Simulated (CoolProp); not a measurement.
A closed Brayton cycle with carbon dioxide: compressor inlet 315.15 K and 8.8 MPa, high pressure 26.5 MPa, turbine inlet 905 K, compressor efficiency 0.8, turbine efficiency 0.85, recuperator effectiveness 0.8 (on enthalpy, no pinch check). Each further row changes one setting.

Computed with CoolProp (reference Helmholtz-energy equation of state, Span 1996).

```
case                           thermal efficiency (%)  net work (kJ/kg)  compressor to turbine work  compressor exit (K)  turbine exit (K)
-----------------------------  ----------------------  ----------------  --------------------------  -------------------  ----------------
as stated                                         [?]               105                        0.30                384.6             773.2
turbine inlet 855 K                               [?]               [?]                        0.32                384.6               [?]
compressor inlet 325.15 K                        28.7              91.2                        0.39                415.4             773.2
high pressure 22.5 MPa                           28.4              92.8                        0.28                  [?]               [?]
recuperator effectiveness 0.5                     [?]               105                        0.30                384.6             773.2
```

Q: What belongs in the gaps?

A: 
- as stated, thermal efficiency (%): 30.3
- turbine inlet 855 K, thermal efficiency (%): 29.3
- turbine inlet 855 K, net work (kJ/kg): 95.6
- turbine inlet 855 K, turbine exit (K): 727.7
- high pressure 22.5 MPa, compressor exit (K): 373.9
- high pressure 22.5 MPa, turbine exit (K): 792.1
- recuperator effectiveness 0.5, thermal efficiency (%): 21.7
